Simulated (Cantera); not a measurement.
# Pyrogenic steam for wet oxidation

A perfectly stirred reactor is fed with H2 : O2 : N2 = 0.94 : 1 : 10 (molar parts), at 100.0 Torr; it is held at 1048 K, and followed from long to short residence time.

Computed with Cantera and the H2/O2 subset of GRI-Mech 3.0, which has no nitrogen chemistry. Radical loss at walls, strong at low pressure, is not modelled. The temperature is held fixed by assumption; the heat of reaction is taken as removed at once.

| τ (s) | x H2 | x O2 | x HO2 | x H | x OH | x H2O2 |
|---|---|---|---|---|---|---|
| 0.92 | 0.000386 | 0.0463 | 3.46e-6 | 4.51e-5 | 0.000124 | 4.16e-7 |
| 0.48 | 0.000577 | 0.0464 | 4.02e-6 | 8.60e-5 | 0.000157 | 4.62e-7 |
| 0.24 | 0.000878 | 0.0465 | 4.57e-6 | 0.000170 | 0.000203 | 5.02e-7 |
| 0.13 | 0.00126 | 0.0467 | 4.99e-6 | 0.000311 | 0.000256 | 5.27e-7 |
| 0.065 | 0.00189 | 0.0469 | 5.40e-6 | 0.000607 | 0.000332 | 5.44e-7 |
| 0.033 | 0.00280 | 0.0473 | 5.73e-6 | 0.00115 | 0.000429 | 5.48e-7 |
| 0.017 | 0.00408 | 0.0479 | 5.99e-6 | 0.00212 | 0.000548 | 5.39e-7 |
| 0.0088 | 0.00589 | 0.0489 | 6.20e-6 | 0.00376 | 0.000691 | 5.20e-7 |
x: mole fraction; the columns are a selection and need not sum to one.
